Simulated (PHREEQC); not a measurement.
A column of 0.1 m (40 cells, dispersivity 0.008 m, 60 s a shift, diffusion coefficient 3e-10 m²/s) holds 0.1 eq of the database's cation exchanger X per kg of pore water, first in equilibrium with 85 mmol/kgw NaCl, 4.3 mmol/kgw LiCl and 0.01 mmol/kgw HCl. It is flushed with 0.095 mol (NH4)2SO4 and 1e-05 mol HCl per kg of water, at 40 °C. Values are for the last cell. CO2 from the air is kept out. Nothing may precipitate in this run.

The numbers come from PHREEQC with the ion-association model, phreeqc.dat.

```tsv
pore volumes	NH4 in solution (mol/kgw)	S in solution (mol/kgw)	Cl in solution (mol/kgw)	Li in solution (mol/kgw)	Na in solution (mol/kgw)
0	0	0	0.0893	0.00430	0.0850
0.3875	1.13e-13	0.000842	0.0885	0.00434	0.0859
0.6375	3.35e-7	0.0153	0.0750	0.00504	0.100
1.012	0.00399	0.0558	0.0368	0.00638	0.138
1.387	0.0807	0.0809	0.0132	0.00385	0.0905
1.637	0.133	0.0885	0.00616	0.00199	0.0476
2.013	0.171	0.0930	0.00185	0.000674	0.0165
2.388	0.184	0.0944	0.000536	0.000222	0.00556
2.638	0.187	0.0948	0.000236	0.000105	0.00267
3.013	0.189	0.0949	7.28e-5	3.43e-5	0.000887
3.388	0.190	0.0950	2.73e-5	1.11e-5	0.000294
3.638	0.190	0.0950	1.73e-5	5.24e-6	0.000141
4.013	0.190	0.0950	1.20e-5	1.70e-6	4.66e-5
```

Away from 25 °C the constants follow the database's enthalpies or fits; those with neither stay at their 25 °C values.
